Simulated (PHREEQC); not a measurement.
0.015 g of hydrous ferric oxide (600 m²/g; 0.2 weak and 0.005 strong sites per Fe, Dzombak-Morel constants, diffuse double layer) in 1 kg of water with 0.05 mol/kgw of an inert sodium salt and 2.3e-05 mol/kgw NaF, at 25 °C; the pH is set by adding NaOH or the inert anion's acid. Oxygen alone is held at its pressure in air (log pO2 = -0.68). The system is closed to CO2. No solid was allowed to form.

Base run: PHREEQC, ion-association model, wateq4f.dat. Each further column changes one thing. The table gives surface charge σ (C/m²).

```tsv
pH	base	background salt from 0.05 to 0.005 mol/kgw	oxide from 0.015 to 0.075 g/kgw	1.2e-05 mol/kgw ZnSO4 added
3	0.323	0.227	0.334	0.197
3.67	0.284	[?]	0.299	0.185
4.33	0.230	0.112	0.240	0.164
5	0.166	0.074	0.170	0.131
5.67	0.109	0.046	0.110	[?]
6.33	0.066	0.026	0.066	0.064
7.67	0.012	0.004	0.012	0.023
8.33	-0.006	-0.002	-0.006	0.012
9	-0.026	-0.009	-0.026	-0.003
9.67	-0.055	-0.021	-0.055	[?]
10.33	-0.097	-0.043	-0.097	-0.049
11	-0.158	-0.081	-0.158	-0.095
```

**Question.** Fill in the missing entries.

**Answer.** 
- 3.67, background salt from 0.05 to 0.005 mol/kgw: 0.161
- 5.67, 1.2e-05 mol/kgw ZnSO4 added: 0.096
- 9.67, 1.2e-05 mol/kgw ZnSO4 added: -0.022

The oxide is taken as insoluble; below pH 4 it would dissolve.
